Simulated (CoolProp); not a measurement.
Tetradecamethylhexasiloxane (MD4M) at several states: density (kg/m³) from the reference equation and from simpler models built on Tc = 653.2 K, pc = 828.6 kPa, ω = 0.800; each cubic takes its own stable root.

Values from CoolProp's reference Helmholtz-energy equation of state, Thol 2019.

| T (K) | p (kPa) | phase | reference |
|---|---|---|---|
| 229.8 | 19.1 | liquid | 953.3 |
| 523.4 | 60.6 | gas | 6.910 |
| 227.2 | 42.4 | liquid | 955.9 |
| 560.2 | 463 | liquid | 603.6 |
| 223.2 | 432 | liquid | 960.2 |

Question: How far does each simpler model (Redlich-Kwong, Soave-Redlich-Kwong) lie from the reference over these 5 states: mean and median of the absolute difference, and the worst?

Answer: 
- Redlich-Kwong: mean 18.7 %, median 22.7 %, worst -22.9 % at 223.2 K and 432 kPa
- Soave-Redlich-Kwong: mean 14.5 %, median 19.7 %, worst -20.1 % at 223.2 K and 432 kPa
